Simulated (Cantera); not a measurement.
A perfectly stirred reactor is fed with 9.07 % CH4, 19.1 % O2, 71.8 % N2, equivalence ratio 0.95, at 1600000 Pa; it is adiabatic with a 575 K inlet, and is followed from long to short residence time, starting on the burning branch (τ in s: 0.092, 0.044, 0.021, 0.01, 0.005, 0.0024, 0.0011, 0.00055, 0.00027, 0.00013, 6.2e-05).

Model: GRI-Mech 3.0 (53 species, 325 reactions), integrated in Cantera. The pressure lies above the range GRI-Mech 3.0 was tuned for (to about 10 atm).

### Question
Predict: blow-out, bracketed by the residence times tried; x(CH4) at τ = 92.0 ms; x(O2) at τ = 92.0 ms; x(NO) at τ = 92.0 ms; x(CH3) at τ = 92.0 ms; x(N2O) at τ = 92.0 ms; x(CH4) at τ = 2.40 ms; x(O2) at τ = 2.40 ms; x(NO) at τ = 2.40 ms; x(CH3) at τ = 2.40 ms; x(N2O) at τ = 2.40 ms.

### Answer
| Item | Result |
|---|---|
| blow-out, bracketed by the residence times tried | burning at 62.0 µs, the shortest tried |
| x(CH4) at τ = 92.0 ms | 3.31e-7 |
| x(O2) at τ = 92.0 ms | 0.0102 |
| x(NO) at τ = 92.0 ms | 0.00356 |
| x(CH3) at τ = 92.0 ms | 1.79e-7 |
| x(N2O) at τ = 92.0 ms | 8.44e-7 |
| x(CH4) at τ = 2.40 ms | 1.11e-5 |
| x(O2) at τ = 2.40 ms | 0.0120 |
| x(NO) at τ = 2.40 ms | 0.00105 |
| x(CH3) at τ = 2.40 ms | 6.00e-6 |
| x(N2O) at τ = 2.40 ms | 9.28e-7 |
